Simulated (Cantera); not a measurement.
Charge: 1 mol Si₂Cl₆, 31 mol NH₃, 9.7 mol H₂, held at 97.5 Torr.

These are equilibrium values from Cantera (NASA tables, ideal gas, pure condensed phases), not measurements of a reactor. Candidate condensed phases: NH₄Cl, Si, Si₃N₄; 28 gas species. The feed counts by its element totals alone. Gases not in the tables: Si₂H₆ and higher silanes. Equilibrium is a limit: real reactors are often held back by kinetics, nucleation or transport.

Task: Which condensed phases are stable at each of these points (T (K)): 798, 898, 998, 1098, 1198, 1298, 1398, 1498, 1598, 1698, 1798, 1898, 1998, 2098?

Result: 
```json
[
 {"T (K)": "798", "condensed phases": "Si₃N₄(s)", "Si condensed (%)": "99.6"},
 {"T (K)": "898", "condensed phases": "Si₃N₄(s)", "Si condensed (%)": "99.8"},
 {"T (K)": "998", "condensed phases": "Si₃N₄(s)", "Si condensed (%)": "99.8"},
 {"T (K)": "1098", "condensed phases": "Si₃N₄(s)", "Si condensed (%)": "99.9"},
 {"T (K)": "1198", "condensed phases": "Si₃N₄(s)", "Si condensed (%)": "99.9"},
 {"T (K)": "1298", "condensed phases": "Si₃N₄(s)", "Si condensed (%)": "99.8"},
 {"T (K)": "1398", "condensed phases": "Si₃N₄(s)", "Si condensed (%)": "99.5"},
 {"T (K)": "1498", "condensed phases": "Si₃N₄(s)", "Si condensed (%)": "98.2"},
 {"T (K)": "1598", "condensed phases": "Si₃N₄(s)", "Si condensed (%)": "94.2"},
 {"T (K)": "1698", "condensed phases": "Si₃N₄(s)", "Si condensed (%)": "84.8"},
 {"T (K)": "1798", "condensed phases": "Si₃N₄(s)", "Si condensed (%)": "68.4"},
 {"T (K)": "1898", "condensed phases": "Si(l)", "Si condensed (%)": "54.3"},
 {"T (K)": "1998", "condensed phases": "Si(l)", "Si condensed (%)": "55.7"},
 {"T (K)": "2098", "condensed phases": "Si(l)", "Si condensed (%)": "54.2"}
]
```

From 798 K to 1798 K the condensed part is Si₃N₄(s). From 1898 K to 2098 K the condensed part is Si(l).
